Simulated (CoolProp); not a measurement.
The fluid at 298.15 K and 7.19 MPa is throttled through a valve to 4.61 MPa with no heat exchange. The same conditions are run with several fluids, on thermodynamics alone (safety and materials aside).

The numbers come from the reference Helmholtz-energy equation of state of each fluid (carbon monoxide: Lemmon 2006; CF4 (R14): Platzer 1990; oxygen: Schmidt 1985; ethylene: Smukala 2000; nitrogen: Span 2000) in CoolProp. The equations of Platzer and Polt are older, rougher fits.

**Question.** Rank carbon monoxide, CF4 (R14), oxygen, ethylene, nitrogen by temperature change (K), highest first.

**Answer.** nitrogen (-4.5), carbon monoxide (-5.2), oxygen (-6.2), CF4 (R14) (-13.6), ethylene (-19.8)

```csv
fluid,final phase,final density (kg/m³)
carbon monoxide,supercritical,53.7
CF4 (R14),supercritical,216
oxygen,gas,62.6
ethylene,"two-phase, vapour fraction 0.621",162
nitrogen,supercritical,53.2
```
